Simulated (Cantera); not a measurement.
A closed system holds: 1 mol B, 0.13 mol O2, held at 1975 °C and 0.143 Torr.

Method: chemical equilibrium by Gibbs-energy minimisation in Cantera with the NASA 1993 tables (ideal gas, pure condensed phases). Rates play no part.

```json
[
 {"species": "B2O2", "before": "0.0416", "after": "0.846"},
 {"species": "BO", "before": "0.908", "after": "0.0914"},
 {"species": "B2O3", "before": "5.39e-5", "after": "0.0616"},
 {"species": "B", "before": "0.0274", "after": "1.94e-6"},
 {"species": "B2O", "before": "0.0232", "after": "0.000540"},
 {"species": "B(s), mol", "before": "0.727", "after": "0.748"}
]
```
Gas species are given as mole fractions.

Question: Which change was made?
A) O2 from 0.13 to 3.3 mol
B) temperature from 1975 °C to 1427 °C
C) temperature from 1975 °C to 1725 °C
D) O2 from 0.13 to 3.8 mol

Answer: B, temperature from 1975 °C to 1427 °C
